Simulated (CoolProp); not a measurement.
A simple Rankine cycle with R245ca: condensing at 294.15 K, boiler at 0.971 MPa, turbine inlet 380 K, turbine efficiency 0.6, pump efficiency 0.8, no recuperator. Each further row changes one setting.

The numbers come from the reference Helmholtz-energy equation of state, Zhou 2016 in CoolProp.

| case | thermal efficiency (%) | net work (kJ/kg) | heat in (kJ/kg) | turbine exit temperature (K) | volume ratio over the turbine |
|---|---|---|---|---|---|
| as stated | 10.2 | 28.0 | 276 | 337.9 | 12.0 |
| turbine inlet 400 K | 10.1 | 30.3 | 300 | 359.5 | 11.7 |
| condensing temperature 286.15 K | 11.1 | 31.8 | 287 | 333.6 | 16.7 |
| boiler pressure 0.68 MPa | 8.9 | 25.1 | 282 | 346.5 | 8.06 |
| turbine efficiency 0.5 | 8.4 | 23.2 | 276 | 342.8 | 12.2 |
